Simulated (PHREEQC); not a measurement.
# Brine: speciation

Consider water at 25 °C with 3 mol/kgw MgCl2, 2.6 mol/kgw CaCl2 and 2 mol/kgw KBr. Closed to the air; pH follows from the charge balance.

Computed with PHREEQC (Pitzer model, pitzer.dat).

Each row changes one thing in this solution. This is a speciation only: nothing precipitates in the calculation.

```csv
case,SI of Sylvite (KCl),SI of Portlandite (Ca(OH)2)
as made,+0.69,-14.79
temperature from 25 to 20 °C,+0.75,-14.97
CaCl2 from 2.6 to 3.9 mol/kgw,+0.78,-15.38
MgCl2 left out,-0.10,-10.58
CaCl2 from 2.6 to 2.34 mol/kgw,+0.66,-14.68
KBr from 2 to 0.2 mol/kgw,-0.33,-14.21
```

Some of these states are supersaturated (in Sylvite, Carnallite, for instance).
